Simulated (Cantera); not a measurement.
Premixed flame

A freely propagating, adiabatic, planar premixed flame of C3H8 : O2 : N2 = 1 : 4.55 : 17.1 (molar parts), equivalence ratio 1.1, unburnt at 525 K and 4.40 bar; mixture-averaged transport, grid criteria slope 0.08 and curve 0.16, no radiation.

Model: GRI-Mech 3.0 (53 species, 325 reactions), integrated in Cantera. GRI-Mech 3.0 was tuned for natural gas; its chemistry of propane as a main component is partial and can be far from experiment. Burning velocities carry a grid error of a few per cent, more on coarse grids.

```tsv
z (mm)	T (K)	u (m/s)	x C3H8	x O2	x CH2	x OH	x N2O	x C2H4
-0.241	525	0.880	0.0441	0.201	<1e-8	<1e-8	<1e-8	5.26e-7
-0.161	527	0.885	0.0440	0.200	<1e-8	<1e-8	<1e-8	8.33e-6
-0.121	534	0.899	0.0439	0.199	<1e-8	<1e-8	<1e-8	5.01e-5
-0.0805	586	0.995	0.0432	0.193	<1e-8	2.11e-7	<1e-8	0.000529
-0.0402	963	1.68	0.0326	0.154	7.36e-8	1.63e-5	2.49e-8	0.00574
-0.0201	1392	2.51	0.0125	0.108	6.15e-6	0.000221	6.83e-8	0.0106
0	1812	3.34	0.000398	0.0583	6.53e-5	0.00193	1.45e-7	0.00432
0.0201	2015	3.71	3.37e-7	0.0298	3.74e-5	0.00534	2.30e-7	0.000232
0.0402	2089	3.83	<1e-8	0.0185	3.72e-6	0.00740	2.81e-7	4.49e-6
0.0805	2165	3.94	<1e-8	0.0118	1.69e-8	0.00801	2.88e-7	<1e-8
0.161	2248	4.07	<1e-8	0.00807	<1e-8	0.00723	2.65e-7	<1e-8
0.322	2322	4.19	<1e-8	0.00521	<1e-8	0.00584	2.36e-7	<1e-8
0.644	2376	4.27	<1e-8	0.00302	<1e-8	0.00440	1.97e-7	<1e-8
```
x: mole fraction of selected species; z is measured from the peak of heat release.

```yaml
laminar_burning_velocity: 87.9 cm/s
thermal_thickness: 0.0805 mm
peak x(CH2): 7.18e-5
peak x(OH): 0.00803
peak x(C2H4): 0.0106
grid_points: 152
```
